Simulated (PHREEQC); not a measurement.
NaOH is added in steps, without added water, to 1 kg of water holding 0.016 mol HF, 4.9e-05 mol H2SiF6, 0.0081 mol HBF4 and 0.14 mol H2SO4, at 25 °C. O2 is buffered at 0.21 atm. CO2 from the air is kept out. Solids allowed: SiO2(a), Mirabilite. Others were left out.

Base run: PHREEQC, ion-association model, wateq4f.dat. Each further column changes one thing. The table gives pH.

| NaOH added (mol) | base | Debye-Hückel limiting law | database phreeqc.dat | Davies equation for every ion | metal-ligand complexes left out |
|---|---|---|---|---|---|
| 0 | 0.87 | 0.96 | 0.87 | 0.89 | 0.87 |
| 0.037 | 0.96 | 1.03 | 0.96 | 0.98 | 0.96 |
| 0.074 | 1.06 | 1.12 | 1.06 | 1.09 | 1.07 |
| 0.111 | 1.19 | 1.22 | 1.18 | 1.21 | 1.20 |
| 0.148 | 1.34 | 1.34 | 1.33 | 1.36 | 1.36 |
| 0.185 | 1.52 | 1.49 | 1.51 | 1.55 | 1.56 |
| 0.222 | 1.77 | 1.69 | 1.75 | 1.80 | 1.82 |
| 0.259 | 2.15 | 2.03 | 2.13 | 2.18 | 2.21 |
| 0.296 | 3.20 | 3.08 | 3.19 | 3.25 | 3.24 |
| 0.333 | 9.05 | 8.95 | 9.12 | 9.12 | 9.03 |
| 0.37 | 12.33 | 12.17 | 12.33 | 12.39 | 12.32 |

SiF6-2 is the database's only silicon fluoride. Real BF4- forms and hydrolyses slowly; the run takes it at equilibrium. phreeqc.dat and wateq4f.dat share most of their constants, so their agreement is no independent check. Solids allowed in the column 'database phreeqc.dat': SiO2(a).
